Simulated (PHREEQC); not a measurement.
Solution (25 °C): 0.0016 mol CuSO4, 6.7e-05 mol ZnCl2, 0.0016 mol LiNO3 and 0.016 mol Ni(NO3)2 per kg of water. Closed to the air; pH follows from the charge balance.

The numbers come from PHREEQC with the ion-association model, wateq4f.dat.

Each row changes one thing in this solution. Precipitation was switched off in this run.

```json
[
 {"case": "as made", "pH": "5.27", "ionic strength (mol/kgw)": "0.0536", "Cu+2 (mol/kgw)": "0.00153", "SO4-2 (mol/kgw)": "0.000957", "NiSO4 (mol/kgw)": "0.000573", "CuSO4 (mol/kgw)": "6.33e-5", "SI of Tenorite (CuO)": "-0.22"},
 {"case": "LiNO3 from 0.0016 to 0.008 mol/kgw", "pH": "(withheld)", "ionic strength (mol/kgw)": "0.0601", "Cu+2 (mol/kgw)": "0.00153", "SO4-2 (mol/kgw)": "0.000974", "NiSO4 (mol/kgw)": "0.000547", "CuSO4 (mol/kgw)": "6.06e-5", "SI of Tenorite (CuO)": "-0.22"},
 {"case": "temperature from 25 to 65 °C", "pH": "(withheld)", "ionic strength (mol/kgw)": "0.0534", "Cu+2 (mol/kgw)": "0.00152", "SO4-2 (mol/kgw)": "0.000890", "NiSO4 (mol/kgw)": "0.000636", "CuSO4 (mol/kgw)": "6.64e-5", "SI of Tenorite (CuO)": "(withheld)"},
 {"case": "ZnCl2 from 6.7e-05 to 6.03e-05 mol/kgw", "pH": "5.27", "ionic strength (mol/kgw)": "0.0536", "Cu+2 (mol/kgw)": "0.00153", "SO4-2 (mol/kgw)": "0.000957", "NiSO4 (mol/kgw)": "0.000574", "CuSO4 (mol/kgw)": "6.33e-5", "SI of Tenorite (CuO)": "-0.22"},
 {"case": "CuSO4 from 0.0016 to 0.0024 mol/kgw", "pH": "5.18", "ionic strength (mol/kgw)": "0.0555", "Cu+2 (mol/kgw)": "0.00226", "SO4-2 (mol/kgw)": "0.00143", "NiSO4 (mol/kgw)": "0.000825", "CuSO4 (mol/kgw)": "0.000137", "SI of Tenorite (CuO)": "(withheld)"}
]
```

### Question
Some entries are withheld; supply them.

### Answer

- LiNO3 from 0.0016 to 0.008 mol/kgw, pH: 5.28
- temperature from 25 to 65 °C, pH: 4.86
- temperature from 25 to 65 °C, SI of Tenorite (CuO): +0.25
- CuSO4 from 0.0016 to 0.0024 mol/kgw, SI of Tenorite (CuO): -0.23

Some of these states are supersaturated (in Brochantite, Tenorite (slow to form), Antlerite, for instance). In wateq4f.dat the enthalpy of Ni(OH)2 has the wrong sign, so its saturation index can't be trusted away from 25 °C. Away from 25 °C the constants follow the database's enthalpies or fits; those with neither stay at their 25 °C values.
